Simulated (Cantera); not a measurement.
Diamond growth

A diamond (100) surface in a fixed gas of H2 with x(CH4) = 0.0039, x(H) = 0.029, at 1100 K, 0.250 bar; coverages are run to steady state.

Model: the Harris–Goodwin 1993 mechanism for the reconstructed diamond (100) surface, integrated in Cantera.

```csv
x(CH3),growth (µm/h),θ c6HH,θ c6H*,θ c6*H,θ c6**,θ c6HM
1e-06,0.199,0.511,0.0295,0.441,0.0189,1.27e-5
2.4e-06,0.477,0.511,0.0295,0.441,0.0189,3.05e-5
5.9e-06,1.17,0.511,0.0295,0.441,0.0189,7.49e-5
1.4e-05,2.78,0.511,0.0295,0.441,0.0189,0.000178
3.5e-05,6.95,0.511,0.0295,0.440,0.0189,0.000444
8.5e-05,16.9,0.510,0.0294,0.440,0.0188,0.00108
0.00021,41.5,0.509,0.0294,0.439,0.0188,0.00265
0.0005,98.2,0.506,0.0292,0.436,0.0186,0.00628
0.0012,232,0.500,0.0288,0.431,0.0182,0.0148
```
θ: site fractions in the mechanism's names (c6HH fully hydrogenated, c6H* and c6*H radical sites, c6** diradical, c6HM methylated).
